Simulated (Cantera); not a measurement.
A closed system holds: 1 mol (CH₃)₂SiCl₂, 0.015 mol C₃H₈, 6.2 mol H₂, at 1.30 mbar.

Method: chemical equilibrium by Gibbs-energy minimisation in Cantera with the NASA 1993 tables (ideal gas, pure condensed phases). Candidate condensed phases: C, C₆H₆, C₇H₈, C₈H₁₈, Si, SiC; 109 gas species. The feed counts by its element totals alone. Rates play no part.

Over these rows the condensed part is C(graphite) + SiC(s). Partial pressures as log10 of bar:

```json
[
 {"T (K)": "1200", "1000/T (1/K)": "0.8333", "log p SiCl₄": "-6.98", "log p H₂": "-2.98", "log p HCl": "-3.60"},
 {"T (K)": "1300", "1000/T (1/K)": "0.7692", "log p SiCl₄": "-7.67", "log p H₂": "-2.98", "log p HCl": "-3.60"},
 {"T (K)": "1400", "1000/T (1/K)": "0.7143", "log p SiCl₄": "?", "log p H₂": "-2.98", "log p HCl": "-3.60"},
 {"T (K)": "1500", "1000/T (1/K)": "0.6667", "log p SiCl₄": "-8.78", "log p H₂": "-2.98", "log p HCl": "-3.60"},
 {"T (K)": "1600", "1000/T (1/K)": "0.6250", "log p SiCl₄": "-9.24", "log p H₂": "-2.98", "log p HCl": "-3.60"},
 {"T (K)": "1700", "1000/T (1/K)": "0.5882", "log p SiCl₄": "-9.65", "log p H₂": "-2.98", "log p HCl": "-3.61"}
]
```

Question: Fit log p(SiCl₄) = a + b·(1000/T) to the five rows, give the apparent enthalpy, and predict the row at 1400 K.

Answer: Means: 1000/T = 0.6965, log p = -8.464. Sxy = 0.454080, Sxx = 0.0417287, so b = 10.88 and a = -8.464 − (10.88)×0.6965 = -16.04.
Apparent enthalpy: −19.145 × (10.88) = -208 kJ/mol. With the condensed phases at unit activity, SiC(s) + 4 HCl(g) = SiCl₄(g) + C(graphite) + 2 H₂(g) links this pressure to the main gases: over the six rows their terms move log p by -0.04 in all, so the slope is close to that reaction's ΔH°. The five rows lie within 0.01 of the line.
Prediction at 1400 K: -16.04 + (10.88)×0.7143 = -8.27. The computed value is -8.27, 0.00 from the line.
